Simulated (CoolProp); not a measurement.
Diethyl ether along the isotherm 185.35 °C: density (kg/m³) from the reference equation and from simpler models built on Tc = 194.7 °C, pc = 3.717 MPa, ω = 0.282; each cubic takes its own stable root.

The numbers come from the reference Helmholtz-energy equation of state, Thol 2014 in CoolProp.

```tsv
p (MPa)	phase	reference	van der Waals	Soave-Redlich-Kwong	Peng-Robinson
0.507	gas	10.40	10.31	10.39	10.45
1.01	gas	22.03	21.62	21.98	22.24
1.52	gas	35.77	34.57	35.53	36.19
2.03	gas	52.60	49.71	51.79	53.16
2.53	gas	74.63	68.06	72.31	74.93
3.04	gas	112.3	94.42	104.6	110.0
3.55	liquid	421.9	257.8	337.3	376.2
4.06	liquid	440.2	283.7	360.1	401.5
4.56	liquid	452.3	297.8	375.8	419.1
5.07	liquid	462.0	308.4	388.5	433.4
5.58	liquid	469.9	316.8	399.2	445.3
```
